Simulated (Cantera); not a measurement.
A freely propagating, adiabatic, planar premixed flame of CH₄ : H₂ : O₂ : N₂ : H₂O = 1 : 0.047 : 2.77 : 10.4 : 0.79 (molar parts), equivalence ratio 0.73, unburnt at 325 K and 135 Torr; mixture-averaged transport, grid criteria slope 0.08 and curve 0.16, no radiation.

Computed with Cantera and GRI-Mech 3.0 (53 species, 325 reactions). Burning velocities carry a grid error of a few per cent, more on coarse grids.

Problem. What does this change do: CH4 1 to 1.3 parts?

Solution. 
```tsv
quantity	before	after
laminar burning velocity	38.3 cm/s	56.2 cm/s
thermal thickness	2.48 mm	2.02 mm
peak x(CH₂)	1.22e-5	3.23e-5
peak x(H₂O₂)	1.24e-5	1.18e-5
```

Problem. What does this change do: O2 2.77 to 2.2 parts?

Solution. 
```csv
quantity,before,after
laminar burning velocity,38.3 cm/s,34.1 cm/s
thermal thickness,2.48 mm,2.79 mm
peak x(CH₂),1.22e-5,1.55e-5
peak x(H₂O₂),1.24e-5,1.04e-5
```

Problem. What does this change do: N2 10.4 to 8 parts?

Solution. 
```
quantity                     before      after
------------------------  ---------  ---------
laminar burning velocity  38.3 cm/s  61.3 cm/s
thermal thickness           2.48 mm    1.82 mm
peak x(CH₂)                 1.22e-5    2.32e-5
peak x(H₂O₂)                1.24e-5    1.46e-5
```
